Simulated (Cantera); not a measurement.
# Equilibrium for silicon carbide growth: SiHCl3 + CH4 + H2

Feed: 1 mol SiHCl3, 0.044 mol CH4, 6.3 mol H2, at 1523 K and 1330 Pa.

Equilibrium computed with Cantera from the NASA thermochemical tables; the gas is ideal and each condensed phase is pure. Candidate condensed phases: C, C6H6, C7H8, C8H18, Si, SiC; 109 gas species. Mutual solubility and eutectic melting of coexisting phases are not modelled. The tables' values for SiCl3, SiCl are old estimates; treat these amounts as uncertain. Equilibrium is a limit: real reactors are often held back by kinetics, nucleation or transport.

| Property | Value |
|---|---|
| x(H2) | 0.749 |
| x(HCl) | 0.149 |
| x(SiCl2) | 0.0970 |
| x(SiCl3) | 0.00415 |
| x(SiCl4) | 0.000532 |
| x(SiHCl3) | 0.000300 |
| x(H) | 0.000173 |
| x(Cl) | 2.77e-5 |
| x(SiH2Cl2) | 2.72e-5 |
| n(Si(s)) | 0.103 mol |
| n(SiC(s)) | 0.0440 mol |
| gas amount | 8.364 mol |
| log10 activity of C(graphite) (absent) | -2.10 |
